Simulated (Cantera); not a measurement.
**Catalytic combustion on Pt**

An isothermal plug-flow reactor at 725 K and 1.01 bar (inlet), inlet velocity 1.2 m/s, active area per volume 2000 1/m; feed 0.494 % CO, 1.36 % O₂, 97.5 % N₂, 0.630 % H₂O, equivalence ratio 0.18.

Model: Deutschmann's 1995 Pt surface mechanism with GRI-Mech 3.0 gas chemistry, integrated in Cantera. Catalytic surfaces can have several steady states; this one follows from the mechanism file's or the stated starting coverage. Mass transfer to the wall is taken as infinitely fast.

| z (m) | x CO | x O₂ | x H₂O | x CO₂ | θ free Pt | θ O* | θ OH* | θ CO* |
|---|---|---|---|---|---|---|---|---|
| 7.2e-05 | 0.00465 | 0.0134 | 0.00630 | 0.000291 | 0.102 | 0.00639 | 0.000338 | 0.891 |
| 0.00013 | 0.00440 | 0.0133 | 0.00630 | 0.000539 | 0.105 | 0.00674 | 0.000352 | 0.887 |
| 0.00023 | 0.00394 | 0.0131 | 0.00630 | 0.00100 | 0.112 | 0.00755 | 0.000385 | 0.880 |
| 0.00041 | 0.00294 | 0.0126 | 0.00630 | 0.00200 | 0.132 | 0.0104 | 0.000491 | 0.857 |
| 0.00072 | 0.000496 | 0.0114 | 0.00631 | 0.00445 | 0.0545 | 0.941 | 0.00300 | 0.00110 |
| 0.0013 | 0.000276 | 0.0113 | 0.00631 | 0.00467 | 0.0394 | 0.958 | 0.00257 | 0.000313 |
| 0.0023 | 0.000139 | 0.0112 | 0.00631 | 0.00481 | 0.0348 | 0.963 | 0.00242 | 0.000122 |
| 0.0041 | 4.91e-5 | 0.0112 | 0.00631 | 0.00490 | 0.0326 | 0.965 | 0.00235 | 3.79e-5 |
| 0.0072 | 9.51e-6 | 0.0111 | 0.00631 | 0.00494 | 0.0318 | 0.966 | 0.00232 | 6.97e-6 |
x: gas mole fraction; θ: surface coverage.
